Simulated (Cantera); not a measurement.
Charge: 1 mol Fe₂O₃, 6.5 mol CO, 4.5 mol N₂, at 1773 K and 1 atm.

Cantera equilibrium calculation (NASA polynomials, part measured and part estimated; ideal gas, pure solids and liquids). Candidate condensed phases: C, Fe, Fe(CO)₅, FeO, Fe₂O₃, Fe₃O₄; 27 gas species. The tables' stoichiometric FeO is somewhat more stable than real wüstite, so its field is too wide. FeO: taken at fixed stoichiometry. Kinetics and transport are ignored.

Base state: CO 0.500, N₂ 0.409, CO₂ 0.0909, Fe 1.33e-5 (mole fractions); condensed: FeO(l).

What changes in the equilibrium state with this change: pressure from 1 atm to 51.0 Pa?


| species | before | after |
|---|---|---|
| CO | 0.500 | 0.469 |
| N₂ | 0.409 | 0.401 |
| CO₂ | 0.0909 | 0.110 |
| Fe | 1.33e-5 | 0.0205 |
| FeO | 9.64e-8 | 0.000192 |
| FeO(l), mol | 2.00 | 1.77 |

What changes in the equilibrium state with this change: Fe₂O₃ replaced by CuO?


```tsv
species	before	after
CO	0.500	0.500
N₂	0.409	0.409
CO₂	0.0909	0.0909
Cu	0	0.000389
Fe	1.33e-5	0
FeO(l), mol	2.00	0
Cu(l), mol	0	0.996
```
Further candidate phases: Cu, CuO, Cu₂O.
